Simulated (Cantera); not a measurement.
**Diamond growth**

A diamond (100) surface in a fixed gas of H2 with x(CH4) = 0.0056, x(H) = 0.0016, x(CH3) = 2.2e-05, 0.0710 bar; coverages are run to steady state.

Detailed kinetics in Cantera: the Harris–Goodwin 1993 mechanism for the reconstructed diamond (100) surface.

| T (K) | growth (µm/h) | θ c6HH | θ c6H* | θ c6*H | θ c6** | θ c6HM |
|---|---|---|---|---|---|---|
| 925 | 0.549 | 0.660 | 0.0121 | 0.310 | 0.00526 | 0.0101 |
| 1000 | 0.745 | 0.594 | 0.0181 | 0.370 | 0.00923 | 0.00674 |
| 1075 | 0.746 | 0.534 | 0.0251 | 0.421 | 0.0145 | 0.00362 |
| 1150 | 0.470 | 0.483 | 0.0326 | 0.462 | 0.0209 | 0.00122 |
| 1225 | 0.265 | 0.441 | 0.0402 | 0.491 | 0.0276 | 0.000294 |
| 1300 | 0.210 | 0.408 | 0.0477 | 0.510 | 0.0341 | 6.62e-5 |
| 1375 | 0.185 | 0.385 | 0.0548 | 0.520 | 0.0397 | 1.51e-5 |
θ: site fractions in the mechanism's names (c6HH fully hydrogenated, c6H* and c6*H radical sites, c6** diradical, c6HM methylated).
